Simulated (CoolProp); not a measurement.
Properties of n-octane along the isotherm 620 K (Tc = 568.7 K, pc = 2.484 MPa, ω = 0.398).

Computed with CoolProp (reference Helmholtz-energy equation of state, Beckmüller 2019).

```json
[
 {"p (MPa)": "0.00393", "phase": "gas", "Z": "0.9996", "speed of sound (m/s)": "215.0"},
 {"p (MPa)": "0.00744", "phase": "gas", "Z": "0.9992", "speed of sound (m/s)": "215.0"},
 {"p (MPa)": "0.0141", "phase": "gas", "Z": "0.9985", "speed of sound (m/s)": "214.8"},
 {"p (MPa)": "0.0268", "phase": "gas", "Z": "0.9971", "speed of sound (m/s)": "214.5"},
 {"p (MPa)": "0.0507", "phase": "gas", "Z": "0.9945", "speed of sound (m/s)": "214.0"},
 {"p (MPa)": "0.0961", "phase": "gas", "Z": "0.9896", "speed of sound (m/s)": "213.0"},
 {"p (MPa)": "0.182", "phase": "gas", "Z": "0.9803", "speed of sound (m/s)": "211.1"},
 {"p (MPa)": "0.346", "phase": "gas", "Z": "0.9622", "speed of sound (m/s)": "207.5"},
 {"p (MPa)": "0.655", "phase": "gas", "Z": "0.9274", "speed of sound (m/s)": "200.4"},
 {"p (MPa)": "1.24", "phase": "gas", "Z": "0.8586", "speed of sound (m/s)": "186.3"}
]
```
